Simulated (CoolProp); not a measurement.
Saturation properties of n-heptane.

The numbers come from the reference Helmholtz-energy equation of state, Span 2003 in CoolProp. It is a short technical equation, of lower accuracy than the large ones.

```csv
T (°C),p (MPa),vapour Z,liquid viscosity (µPa s),liquid conductivity (mW/(m K))
25.25,0.006167,0.9928,389,122
42.65,0.01384,0.9871,325,117
60.15,0.02820,0.9784,275,112
77.55,0.05260,0.9664,235,107
95.05,0.09178,0.9504,203,102
112.55,0.1509,0.9300,176,97.5
129.95,0.2355,0.9049,154,93.1
147.45,0.3532,0.8742,134,88.8
164.85,0.5098,0.8374,118,84.6
182.35,0.7154,0.7933,102,80.6
199.75,0.9762,0.7407,88.8,76.6
```

It boils at 98.4 °C under 1 atm.

Viscosity comes from a separate model (Michailidou 2014). Thermal conductivity comes from a separate model (Assael 2013).
